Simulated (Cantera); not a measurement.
A freely propagating, adiabatic, planar premixed flame of 52.2 % H₂, 10.0 % O₂, 37.8 % N₂, equivalence ratio 2.6, unburnt at 650 K and 6750 Torr; unity-Lewis-number transport, grid criteria slope 0.08 and curve 0.16, no radiation.

Computed with Cantera and the H2/O2 subset of GRI-Mech 3.0, which has no nitrogen chemistry. The hydrogen kinetics of GRI-Mech 3.0 are dated; newer H2 mechanisms differ, most at raised pressure. Unity Lewis numbers drop preferential diffusion, which matters most where H2 and H carry the flame. Burning velocities carry a grid error of a few per cent, more on coarse grids.

x: mole fraction of selected species; z is measured from the peak of heat release.

| z (mm) | T (K) | u (m/s) | x H₂ | x O₂ | x HO₂ | x H₂O | x H | x O |
|---|---|---|---|---|---|---|---|---|
| -0.0938 | 650 | 5.60 | 0.522 | 0.100 | 2.92e-7 | 9.31e-6 | <1e-8 | <1e-8 |
| -0.0625 | 651 | 5.60 | 0.522 | 0.100 | 2.43e-6 | 7.72e-5 | <1e-8 | <1e-8 |
| -0.0469 | 653 | 5.62 | 0.522 | 0.100 | 9.71e-6 | 0.000309 | <1e-8 | <1e-8 |
| -0.0313 | 666 | 5.73 | 0.521 | 0.0993 | 6.21e-5 | 0.00196 | 1.26e-8 | 8.40e-8 |
| -0.0156 | ? | 7.04 | 0.505 | 0.0896 | 0.000607 | 0.0222 | 0.000126 | 1.51e-5 |
| -0.00781 | ? | 9.47 | 0.470 | 0.0693 | 0.000588 | 0.0664 | 0.00381 | 0.000194 |
| 0 | ? | 12.1 | 0.408 | 0.0386 | 0.000254 | 0.132 | 0.0202 | 0.000700 |
| 0.00781 | 1716 | 13.8 | 0.359 | 0.0155 | 9.16e-5 | 0.181 | 0.0364 | 0.000690 |
| 0.0156 | 1835 | 14.6 | 0.340 | 0.00539 | 3.00e-5 | 0.204 | 0.0402 | 0.000408 |
| 0.0313 | 1943 | 15.3 | 0.337 | 0.000772 | 4.01e-6 | 0.215 | 0.0336 | 0.000170 |
| 0.0625 | 2027 | 15.9 | 0.343 | 5.54e-5 | 3.38e-7 | 0.219 | 0.0221 | 6.99e-5 |
| 0.125 | 2086 | 16.3 | 0.349 | 8.47e-6 | 7.58e-8 | 0.220 | 0.0130 | 2.55e-5 |
| 0.250 | 2123 | 16.5 | 0.353 | 2.56e-6 | 2.26e-8 | 0.221 | 0.00723 | 8.16e-6 |

### Question
Some entries are withheld; supply them.

### Answer

- -0.0156, T (K): 826
- -0.00781, T (K): 1134
- 0, T (K): 1489
